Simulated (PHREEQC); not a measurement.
# Acid mine or pickling water

Model water analysis in mg/L, 83 °C, pH 3.45, pe 9.8:

```json
[
 {"constituent": "Na", "mg/L": "15.4"},
 {"constituent": "K", "mg/L": "9.62"},
 {"constituent": "Ca", "mg/L": "49.7"},
 {"constituent": "Mg", "mg/L": "24.5"},
 {"constituent": "Cl", "mg/L": "68.9"},
 {"constituent": "S(6) as SO4", "mg/L": "205"},
 {"constituent": "Zn", "mg/L": "0.11"},
 {"constituent": "Li", "mg/L": "0.00467"},
 {"constituent": "Al", "mg/L": "0.194"},
 {"constituent": "Fe(3)", "mg/L": "6.44"}
]
```

Cl is adjusted to close the charge balance.
Valence states are taken as typed.

Equilibrium calculation in PHREEQC: ion-association model, wateq4f.dat.

Each row changes one thing in this solution. No solid was allowed to form.

```json
[
 {"case": "as made", "ionic strength (mol/kgw)": "0.00800", "SO4-2 (mol/kgw)": "0.00142", "Ca+2 (mol/kgw)": "0.00104", "Mg+2 (mol/kgw)": "0.000667", "HSO4- (mol/kgw)": "0.000160", "Fe(OH)2+ (mol/kgw)": "9.21e-5", "SI of Jarosite-Na (NaFe3(SO4)2(OH)6)": "-1.03", "SI of Boehmite (AlOOH)": "-1.04"},
 {"case": "Fe(3) from 6.44 to 19.3 mg/L", "ionic strength (mol/kgw)": "0.00834", "SO4-2 (mol/kgw)": "0.00142", "Ca+2 (mol/kgw)": "0.00104", "Mg+2 (mol/kgw)": "0.000670", "HSO4- (mol/kgw)": "0.000160", "Fe(OH)2+ (mol/kgw)": "0.000276", "SI of Jarosite-Na (NaFe3(SO4)2(OH)6)": "+0.39", "SI of Boehmite (AlOOH)": "-1.04"},
 {"case": "temperature from 83 to 70 °C at the same typed pH", "ionic strength (mol/kgw)": "0.00822", "SO4-2 (mol/kgw)": "0.00150", "Ca+2 (mol/kgw)": "0.00104", "Mg+2 (mol/kgw)": "…", "HSO4- (mol/kgw)": "0.000118", "Fe(OH)2+ (mol/kgw)": "8.42e-5", "SI of Jarosite-Na (NaFe3(SO4)2(OH)6)": "…", "SI of Boehmite (AlOOH)": "-1.63"},
 {"case": "all concentrations times 4 at the same typed pH", "ionic strength (mol/kgw)": "0.0262", "SO4-2 (mol/kgw)": "…", "Ca+2 (mol/kgw)": "0.00360", "Mg+2 (mol/kgw)": "0.00202", "HSO4- (mol/kgw)": "…", "Fe(OH)2+ (mol/kgw)": "0.000347", "SI of Jarosite-Na (NaFe3(SO4)2(OH)6)": "+1.98", "SI of Boehmite (AlOOH)": "-0.79"}
]
```

Q: Complete the blanks.

A: 
- temperature from 83 to 70 °C at the same typed pH, Mg+2 (mol/kgw): 0.000705
- temperature from 83 to 70 °C at the same typed pH, SI of Jarosite-Na (NaFe3(SO4)2(OH)6): -0.74
- all concentrations times 4 at the same typed pH, SO4-2 (mol/kgw): 0.00461
- all concentrations times 4 at the same typed pH, HSO4- (mol/kgw): 0.000429

Some of these states are supersaturated (in Jarosite-K, Hematite (slow to form), Jarosite-Na, for instance). At this temperature some constants are extrapolated from 25 °C, and those without enthalpy data are left unchanged.
